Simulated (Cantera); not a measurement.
A perfectly stirred reactor is fed with CH4 : CO2 : H2 = 1 : 2.7 : 0.051 (molar parts), at 1000000 Pa; it is held at 2025 K, and followed from long to short residence time.

Cantera simulation using GRI-Mech 3.0 (53 species, 325 reactions); the numbers are that mechanism's predictions, not measurements.

x: mole fraction; the columns are a selection and need not sum to one.

```json
[
 {"τ (s)": "5.0", "x CH4": "5.86e-5", "x CO2": "0.116", "x H2": "0.176", "x C2H2": "4.86e-7", "x OH": "2.72e-5", "x H2O2": "1.28e-10"},
 {"τ (s)": "1.9", "x CH4": "0.000154", "x CO2": "0.116", "x H2": "0.176", "x C2H2": "3.17e-6", "x OH": "2.71e-5", "x H2O2": "1.26e-10"},
 {"τ (s)": "0.71", "x CH4": "0.000401", "x CO2": "0.116", "x H2": "0.176", "x C2H2": "2.10e-5", "x OH": "2.70e-5", "x H2O2": "1.25e-10"},
 {"τ (s)": "0.27", "x CH4": "0.000975", "x CO2": "0.117", "x H2": "0.175", "x C2H2": "0.000123", "x OH": "2.70e-5", "x H2O2": "1.26e-10"},
 {"τ (s)": "0.10", "x CH4": "0.00222", "x CO2": "0.119", "x H2": "0.172", "x C2H2": "0.000636", "x OH": "2.74e-5", "x H2O2": "1.29e-10"},
 {"τ (s)": "0.038", "x CH4": "[?]", "x CO2": "0.125", "x H2": "0.166", "x C2H2": "[?]", "x OH": "2.83e-5", "x H2O2": "1.38e-10"},
 {"τ (s)": "0.014", "x CH4": "[?]", "x CO2": "[?]", "x H2": "0.153", "x C2H2": "[?]", "x OH": "3.04e-5", "x H2O2": "1.59e-10"},
 {"τ (s)": "0.0054", "x CH4": "0.0129", "x CO2": "0.166", "x H2": "0.135", "x C2H2": "0.0184", "x OH": "3.40e-5", "x H2O2": "1.99e-10"},
 {"τ (s)": "0.0020", "x CH4": "0.0200", "x CO2": "0.213", "x H2": "0.113", "x C2H2": "0.0345", "x OH": "3.86e-5", "x H2O2": "2.57e-10"},
 {"τ (s)": "0.00076", "x CH4": "0.0313", "x CO2": "0.282", "x H2": "0.0969", "x C2H2": "0.0515", "x OH": "4.09e-5", "x H2O2": "2.89e-10"}
]
```

Q: Fill in the missing entries.

A: 
- 0.038, x CH4: 0.00444
- 0.038, x C2H2: 0.00250
- 0.014, x CH4: 0.00805
- 0.014, x CO2: 0.139
- 0.014, x C2H2: 0.00790
